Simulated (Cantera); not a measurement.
Input: 1 mol Ti(OiPr)₄, 0.9 mol H₂O, 11 mol H₂, at 1777 °C and 1.00 bar.

Equilibrium computed with Cantera from the NASA thermochemical tables; the gas is ideal and each condensed phase is pure. Candidate condensed phases: C, C₆H₆, C₇H₈, C₈H₁₈, H₂O, Ti, TiC, TiO, TiO₂, Ti₂O₃, Ti₃O₅, Ti₄O₇; 113 gas species. The feed counts by its element totals alone. TiC: taken at fixed stoichiometry. Kinetics and transport are ignored.

Base state: H₂ 0.838, CO 0.159, H 0.00208, C₂H₂ (acetylene) 0.000889, CH₄ 0.000262, H₂O 1.29e-5, CH₃ 1.27e-5 (mole fractions); condensed: C(graphite) + TiC(s).

Task: What changes in the equilibrium state with this change: temperature from 1777 °C to 2000 °C?

Result: 
| species | before | after |
|---|---|---|
| H₂ | 0.838 | 0.831 |
| CO | 0.159 | 0.159 |
| H | 0.00208 | 0.00766 |
| C₂H₂ (acetylene) | 0.000889 | 0.00313 |
| H₂O | 1.29e-5 | 5.97e-6 |
| CH₃ | 1.27e-5 | 2.71e-5 |
| C(graphite), mol | 6.04 | 5.90 |
| TiC(s), mol | 1.00 | 1.000 |

Task: What changes in the equilibrium state with this change: temperature from 1777 °C to 1225 °C?

Result: 
```tsv
species	before	after
H₂	0.838	0.839
CO	0.159	0.159
CH₄	0.000262	0.00182
H	0.00208	1.58e-5
C₂H₂ (acetylene)	0.000889	7.40e-6
CO₂	5.12e-7	1.71e-5
CH₃	1.27e-5	6.95e-7
H₂O	1.29e-5	0.000232
C(graphite), mol	6.04	6.05
TiC(s), mol	1.00	1.00
```
